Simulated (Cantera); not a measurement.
Feed: 1 mol NaI, 0.73 mol H₂, at 0.0100 bar.

These are equilibrium values from Cantera (NASA tables, ideal gas, pure condensed phases), not measurements of a reactor. Candidate condensed phases: I₂, Na, NaI; 9 gas species. Gases not in the tables: NaBr and NaI dimers. Rates play no part.

**Question.** Which condensed phases are stable at each of these points (T (°C)): 450, 550, 650, 750, 850, 950, 1050, 1150, 1250, 1350, 1450?

**Answer.** 
```
T (°C)  condensed phases  Na condensed (%)
------  ----------------  ----------------
450               NaI(s)             100.0
550               NaI(s)              99.9
650               NaI(s)              98.8
750               NaI(l)              89.0
850             gas only               0.0
950             gas only               0.0
1050            gas only               0.0
1150            gas only               0.0
1250            gas only               0.0
1350            gas only               0.0
1450            gas only               0.0
```

From 450 °C to 650 °C the condensed part is NaI(s). At 750 °C the condensed part is NaI(l). From 850 °C to 1450 °C nothing is condensed.
